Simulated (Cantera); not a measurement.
Input: 1 mol Si, 0.0028 mol H₂O, 34 mol N₂, held at 0.0100 bar.

Cantera equilibrium calculation (NASA polynomials, part measured and part estimated; ideal gas, pure solids and liquids). Candidate condensed phases: H₂O, Si, SiO₂, Si₂N₂O, Si₃N₄; 35 gas species. N₂ is the only nitrogen source here; it is nearly inert below about 1500 K, so the nitride shown seldom forms there in practice. Mutual solubility and eutectic melting of coexisting phases are not modelled. The numbers say what is thermodynamically allowed, not how fast it happens.

Q: What share of the Si ends up in condensed phases as a function of T (K), at 1173, 1248, 1323, 1398, 1473, 1548, 1623, 1698, 1773, 1848, 1923, 1998, 2073?

A: 
```tsv
T (K)	Si condensed (%)	as
1173	100.0	Si₂N₂O(s) + Si₃N₄(s)
1248	100.0	Si₂N₂O(s) + Si₃N₄(s)
1323	100.0	Si₂N₂O(s) + Si₃N₄(s)
1398	100.0	Si₂N₂O(s) + Si₃N₄(s)
1473	100.0	Si₂N₂O(s) + Si₃N₄(s)
1548	99.8	Si₂N₂O(s) + Si₃N₄(s)
1623	99.7	Si₃N₄(s)
1698	99.7	Si₃N₄(s)
1773	99.2	Si₃N₄(s)
1848	97.2	Si(l)
1923	93.1	Si(l)
1998	83.4	Si(l)
2073	61.8	Si(l)
```
